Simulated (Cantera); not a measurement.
Charge: 1 mol PbO, 2.3 mol H₂, 0.4 mol H₂O, held at 870 Pa.

Cantera equilibrium calculation (NASA polynomials, part measured and part estimated; ideal gas, pure solids and liquids). Candidate condensed phases: H₂O, Pb, PbO, PbO₂, Pb₃O₄; 12 gas species. Kinetics and transport are ignored. All values below are at 1152 °C.

Base state: H₂O 0.378, H₂ 0.351, Pb 0.270, PbO 6.60e-5, H 4.34e-5, Pb₂ 1.40e-5 (mole fractions); condensed: gas only.

Question: What changes in the equilibrium state with this change: pressure from 870 Pa to 10000 Pa?

Answer: 
| species | before | after |
|---|---|---|
| H₂O | 0.378 | 0.459 |
| H₂ | 0.351 | 0.426 |
| Pb | 0.270 | 0.114 |
| H | 4.34e-5 | 1.41e-5 |
| PbO | 6.60e-5 | 2.80e-5 |
| Pb₂ | 1.40e-5 | 2.90e-5 |
| Pb(l), mol | 0 | 0.651 |
